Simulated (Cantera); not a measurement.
**Diamond growth**

A diamond (100) surface in a fixed gas of H2 with x(CH4) = 0.0082, x(H) = 0.0021, at 1198 K, 7600 Pa; coverages are run to steady state.

Detailed kinetics in Cantera: the Harris–Goodwin 1993 mechanism for the reconstructed diamond (100) surface.

```csv
x(CH3),growth (µm/h),θ c6HH,θ c6H*,θ c6*H,θ c6**,θ c6HM
1e-06,0.0194,0.451,0.0377,0.484,0.0265,2.34e-5
2.7e-06,0.0525,0.451,0.0377,0.484,0.0265,6.33e-5
7.5e-06,0.146,0.451,0.0377,0.484,0.0265,0.000176
2e-05,0.388,0.451,0.0377,0.484,0.0264,0.000468
5.6e-05,1.08,0.450,0.0376,0.483,0.0263,0.00131
0.00015,2.87,0.449,0.0375,0.481,0.0259,0.00347
0.00042,7.84,0.444,0.0371,0.476,0.0250,0.00952
0.0011,19.3,0.434,0.0361,0.463,0.0228,0.0237
0.0031,46.8,0.409,0.0336,0.432,0.0180,0.0590
```
θ: site fractions in the mechanism's names (c6HH fully hydrogenated, c6H* and c6*H radical sites, c6** diradical, c6HM methylated).
